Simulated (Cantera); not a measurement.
An adiabatic, constant-pressure homogeneous reactor starts with CH₃OH : O₂ : N₂ = 1 : 1.5 : 5.64 (molar parts), at 1475 K and 0.230 bar. Integrator tolerance rtol = 1e-08.

Model: GRI-Mech 3.0 (53 species, 325 reactions), integrated in Cantera. GRI-Mech 3.0 was tuned for natural gas; its chemistry of methanol as a main component is partial and can be far from experiment.

Problem. What does this change do: initial temperature 1475 to 1000 K?

Solution. 
```csv
quantity,before,after
time of steepest temperature rise,1.15 ms,1.94 s
temperature at 7.00 s,2594 K,2443 K
equilibrium temperature,2594 K,2443 K
x(CH₃OH) at 7.00 s,<1e-12 (gas-phase equilibrium <1e-12),<1e-12 (gas-phase equilibrium <1e-12)
x(O₂) at 7.00 s,0.0248 (gas-phase equilibrium 0.0248),0.0176 (gas-phase equilibrium 0.0176)
x(H) at 7.00 s,0.0117 (gas-phase equilibrium 0.0117),0.00489 (gas-phase equilibrium 0.00489)
x(C₂H₆) at 7.00 s,<1e-12 (gas-phase equilibrium <1e-12),<1e-12 (gas-phase equilibrium <1e-12)
x(CO₂) at 7.00 s,0.0612 (gas-phase equilibrium 0.0612),0.0784 (gas-phase equilibrium 0.0784)
x(H₂) at 7.00 s,0.0221 (gas-phase equilibrium 0.0221),0.0143 (gas-phase equilibrium 0.0143)
```
